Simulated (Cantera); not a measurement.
## Adiabatic ignition

An adiabatic, constant-volume homogeneous reactor starts with 27.2 % H2, 6.07 % O2, 66.8 % N2, at 1200 K and 9.87 atm.

Cantera simulation using the H2/O2 subset of GRI-Mech 3.0, which has no nitrogen chemistry; the numbers are that mechanism's predictions, not measurements. The hydrogen kinetics of GRI-Mech 3.0 are dated; newer H2 mechanisms differ, most at raised pressure.

```json
[
 {"t (s)": "1.00e-6", "T (K)": "1200", "P (bar)": "10.0", "x H2": "0.272", "x O2": "0.0607", "x H": "7.78e-9", "x HO2": "2.29e-8", "x O": "5.13e-10", "x H2O": "8.45e-9"},
 {"t (s)": "3.15e-6", "T (K)": "1200", "P (bar)": "10.0", "x H2": "0.272", "x O2": "0.0607", "x H": "1.70e-8", "x HO2": "1.22e-7", "x O": "1.17e-9", "x H2O": "6.84e-8"},
 {"t (s)": "9.92e-6", "T (K)": "1200", "P (bar)": "10.0", "x H2": "0.272", "x O2": "0.0606", "x H": "3.66e-8", "x HO2": "6.51e-7", "x O": "2.53e-9", "x H2O": "4.67e-7"},
 {"t (s)": "3.12e-5", "T (K)": "1200", "P (bar)": "10.0", "x H2": "0.272", "x O2": "0.0606", "x H": "2.78e-7", "x HO2": "6.66e-6", "x O": "1.92e-8", "x H2O": "6.58e-6"},
 {"t (s)": "9.84e-5", "T (K)": "2289", "P (bar)": "17.9", "x H2": "0.159", "x O2": "7.42e-7", "x H": "0.00186", "x HO2": "3.48e-9", "x O": "1.90e-6", "x H2O": "0.129"},
 {"t (s)": "0.000310", "T (K)": "2297", "P (bar)": "18.0", "x H2": "0.160", "x O2": "1.53e-7", "x H": "0.000905", "x HO2": "4.71e-10", "x O": "4.54e-7", "x H2O": "0.129"},
 {"t (s)": "0.000976", "T (K)": "2297", "P (bar)": "18.0", "x H2": "0.160", "x O2": "1.53e-7", "x H": "0.000905", "x HO2": "4.71e-10", "x O": "4.54e-7", "x H2O": "0.129"},
 {"t (s)": "0.00307", "T (K)": "2297", "P (bar)": "18.0", "x H2": "0.160", "x O2": "1.53e-7", "x H": "0.000905", "x HO2": "4.71e-10", "x O": "4.54e-7", "x H2O": "0.129"},
 {"t (s)": "0.00968", "T (K)": "2297", "P (bar)": "18.0", "x H2": "0.160", "x O2": "1.53e-7", "x H": "0.000905", "x HO2": "4.71e-10", "x O": "4.54e-7", "x H2O": "0.129"},
 {"t (s)": "0.0305", "T (K)": "2297", "P (bar)": "18.0", "x H2": "0.160", "x O2": "1.53e-7", "x H": "0.000905", "x HO2": "4.71e-10", "x O": "4.54e-7", "x H2O": "0.129"},
 {"t (s)": "0.0960", "T (K)": "2297", "P (bar)": "18.0", "x H2": "0.160", "x O2": "1.53e-7", "x H": "0.000905", "x HO2": "4.71e-10", "x O": "4.54e-7", "x H2O": "0.129"},
 {"t (s)": "0.302", "T (K)": "2297", "P (bar)": "18.0", "x H2": "0.160", "x O2": "1.53e-7", "x H": "0.000905", "x HO2": "4.71e-10", "x O": "4.54e-7", "x H2O": "0.129"},
 {"t (s)": "0.953", "T (K)": "2297", "P (bar)": "18.0", "x H2": "0.160", "x O2": "1.53e-7", "x H": "0.000905", "x HO2": "4.71e-10", "x O": "4.54e-7", "x H2O": "0.129"},
 {"t (s)": "3.00", "T (K)": "2297", "P (bar)": "18.0", "x H2": "0.160", "x O2": "1.53e-7", "x H": "0.000905", "x HO2": "4.71e-10", "x O": "4.54e-7", "x H2O": "0.129"}
]
```
x: mole fraction; the columns are a selection and need not sum to one.

The time of steepest temperature rise comes out as 76.7 µs, the temperature at 3.00 s is 2297 K and the equilibrium temperature comes out as 2297 K. The x(H2) at 3.00 s comes out as 0.160 (gas-phase equilibrium 0.160). The x(O2) at 3.00 s comes out as 1.53e-7 (gas-phase equilibrium 1.53e-7). The x(H) at 3.00 s comes out as 0.000905 (gas-phase equilibrium 0.000905).
